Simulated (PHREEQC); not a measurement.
Make-up at 25 °C: 0.0088 mol/kgw H2SO4, 0.011 mol/kgw CuSO4 and 0.14 mol/kgw Na2SO4. Closed to the air; pH follows from the charge balance.

The numbers come from PHREEQC with the ion-association model, phreeqc.dat.

Precipitation was switched off in this run.

Q: What pH, activity of water, ionic strength does the model give?

A: pH 2.42; activity of water 0.993; ionic strength 0.377 mol/kgw.

Q: In which forms is Na present?

A: Na+ 89 %, NaSO4- 11 % of the Na.

Species that the database lacks are ignored.
